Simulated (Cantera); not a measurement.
A closed system holds: 1 mol Ca(OH)2, 0.72 mol H2, equilibrated at 1.00 bar.

Equilibrium computed with Cantera from the NASA thermochemical tables; the gas is ideal and each condensed phase is pure. Candidate condensed phases: Ca, CaO, Ca(OH)2, H2O; 14 gas species. Kinetics and transport are ignored.

x: gas mole fraction; n: condensed amount in mol.

```tsv
T (°C)	x H2	x H2O	x H	x OH	x Ca(OH)2	n CaO(s)	n Ca(OH)2(s)
350	0.985	0.0146	<1e-12	<1e-12	<1e-12	0.0107	0.989
450	0.776	0.224	<1e-12	<1e-12	<1e-12	0.208	0.792
550	0.419	0.581	4.75e-12	<1e-12	<1e-12	1.00	0
650	0.419	0.581	(withheld)	<1e-12	<1e-12	1.00	0
750	0.419	0.581	(withheld)	(withheld)	(withheld)	1.00	0
850	0.419	0.581	2.76e-8	1.97e-10	2.59e-10	1.00	0
950	0.419	0.581	1.95e-7	2.43e-9	2.63e-9	1.00	0
1050	0.419	0.581	1.03e-6	2.06e-8	1.88e-8	1.00	0
1150	0.419	0.581	4.30e-6	1.30e-7	1.01e-7	1.00	0
1250	0.419	0.581	1.50e-5	6.40e-7	4.35e-7	1.000	0
```

Question: Complete the blanks.

Answer: 
- 750, x H: 2.68e-9
- 750, x OH: 9.79e-12
- 750, x Ca(OH)2: 1.62e-11
- 650, x H: 1.58e-10
